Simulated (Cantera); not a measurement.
An isothermal, constant-pressure homogeneous reactor starts with N₂O = 1 (molar parts), at 1425 K and 0.0345 atm. Integrator tolerance rtol = 1e-08.

Computed with Cantera and GRI-Mech 3.0 (53 species, 325 reactions). GRI-Mech 3.0 was tuned for natural gas; its chemistry of N2O as a main component is partial and can be far from experiment. Radical loss at walls, strong at low pressure, is not modelled. The temperature is held fixed by assumption; the heat of reaction is taken as removed at once.

### Question
What does this change do: 0.0091 parts H2O added?

### Answer
| quantity | before | after |
|---|---|---|
| x(N₂O) at 3.00 s | 0.0704 (gas-phase equilibrium 1.05e-8) | 0.0641 (gas-phase equilibrium 1.04e-8) |
| x(NO) at 3.00 s | 0.129 (gas-phase equilibrium 0.000968) | 0.117 (gas-phase equilibrium 0.000962) |
| x(O) at 3.00 s | 3.05e-5 (gas-phase equilibrium 4.31e-6) | 2.82e-5 (gas-phase equilibrium 4.29e-6) |
| x(NO₂) at 3.00 s | 5.39e-5 (gas-phase equilibrium 1.55e-6) | 8.58e-5 (gas-phase equilibrium 1.53e-6) |
| x(O₂) at 3.00 s | 0.245 (gas-phase equilibrium 0.333) | 0.251 (gas-phase equilibrium 0.331) |
| x(N₂) at 3.00 s | 0.555 (gas-phase equilibrium 0.666) | 0.561 (gas-phase equilibrium 0.662) |

### Question
What does this change do: temperature 1425 to 1375 K?

### Answer
```
quantity                                           before                                    after
----------------  ---------------------------------------  ---------------------------------------
x(N₂O) at 3.00 s   0.0704 (gas-phase equilibrium 1.05e-8)    0.235 (gas-phase equilibrium 8.06e-9)
x(NO) at 3.00 s    0.129 (gas-phase equilibrium 0.000968)  0.0937 (gas-phase equilibrium 0.000731)
x(O) at 3.00 s    3.05e-5 (gas-phase equilibrium 4.31e-6)  1.87e-5 (gas-phase equilibrium 1.98e-6)
x(NO₂) at 3.00 s  5.39e-5 (gas-phase equilibrium 1.55e-6)  3.77e-5 (gas-phase equilibrium 1.39e-6)
x(O₂) at 3.00 s       0.245 (gas-phase equilibrium 0.333)      0.208 (gas-phase equilibrium 0.333)
x(N₂) at 3.00 s       0.555 (gas-phase equilibrium 0.666)      0.463 (gas-phase equilibrium 0.666)
```
The mechanism lacks the step 2 NO + O2 → 2 NO2, which can matter for NO2 below about 1400 K.
